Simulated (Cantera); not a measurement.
# Diamond growth

A diamond (100) surface in a fixed gas of H2 with x(CH4) = 0.0063, x(H) = 0.0019, x(CH3) = 0.00025, at 948 K; coverages are run to steady state.

Model: the Harris–Goodwin 1993 mechanism for the reconstructed diamond (100) surface, integrated in Cantera.

```json
[
 {"P (Pa)": "1300", "growth (µm/h)": "1.08", "θ c6HH": "0.586", "θ c6H*": "0.0126", "θ c6*H": "0.301", "θ c6**": "0.00566", "θ c6HM": "0.0725"},
 {"P (Pa)": "1800", "growth (µm/h)": "1.53", "θ c6HH": "0.585", "θ c6H*": "0.0126", "θ c6*H": "0.301", "θ c6**": "0.00564", "θ c6HM": "0.0742"},
 {"P (Pa)": "2600", "growth (µm/h)": "2.25", "θ c6HH": "0.583", "θ c6H*": "0.0126", "θ c6*H": "0.300", "θ c6**": "0.00563", "θ c6HM": "0.0756"},
 {"P (Pa)": "3700", "growth (µm/h)": "3.25", "θ c6HH": "0.583", "θ c6H*": "0.0125", "θ c6*H": "0.300", "θ c6**": "0.00562", "θ c6HM": "0.0766"},
 {"P (Pa)": "5200", "growth (µm/h)": "4.61", "θ c6HH": "0.582", "θ c6H*": "0.0125", "θ c6*H": "0.299", "θ c6**": "0.00562", "θ c6HM": "0.0773"},
 {"P (Pa)": "7300", "growth (µm/h)": "6.51", "θ c6HH": "0.582", "θ c6H*": "0.0125", "θ c6*H": "0.299", "θ c6**": "0.00562", "θ c6HM": "0.0777"},
 {"P (Pa)": "10000", "growth (µm/h)": "8.95", "θ c6HH": "0.581", "θ c6H*": "0.0125", "θ c6*H": "0.299", "θ c6**": "0.00561", "θ c6HM": "0.0781"},
 {"P (Pa)": "15000", "growth (µm/h)": "13.5", "θ c6HH": "0.581", "θ c6H*": "0.0126", "θ c6*H": "0.299", "θ c6**": "0.00561", "θ c6HM": "0.0784"}
]
```
θ: site fractions in the mechanism's names (c6HH fully hydrogenated, c6H* and c6*H radical sites, c6** diradical, c6HM methylated).
